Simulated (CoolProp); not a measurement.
CHF3 (R23) along the isotherm 96.15 °C: density (kg/m³) from the reference equation and from simpler models built on Tc = 26.1 °C, pc = 4.832 MPa, ω = 0.263; each cubic takes its own stable root.

Model: reference Helmholtz-energy equation of state, Penoncello 2003, in CoolProp.

```tsv
p (MPa)	phase	reference
0.0382	gas	0.8722
0.0784	gas	1.793
0.161	gas	3.692
0.331	gas	7.638
0.679	gas	15.87
1.39	gas	33.37
2.86	gas	72.86
5.88	supercritical	171.8
12.1	supercritical	461.4
```

Question: How far does each simpler model (ideal gas, van der Waals, Redlich-Kwong, Soave-Redlich-Kwong, Peng-Robinson) lie from the reference over these 9 states: mean and median of the absolute difference, and the worst?

Answer: 
- ideal gas: mean 9.1 %, median 2.5 %, worst -40.2 % at 96.15 °C and 12.1 MPa
- van der Waals: mean 1.0 %, median 0.1 %, worst +4.6 % at 96.15 °C and 5.88 MPa
- Redlich-Kwong: mean 0.4 %, median 0.1 %, worst +2.2 % at 96.15 °C and 5.88 MPa
- Soave-Redlich-Kwong: mean 1.9 %, median 0.2 %, worst -12.1 % at 96.15 °C and 12.1 MPa
- Peng-Robinson: mean 0.9 %, median 0.2 %, worst -6.5 % at 96.15 °C and 12.1 MPa
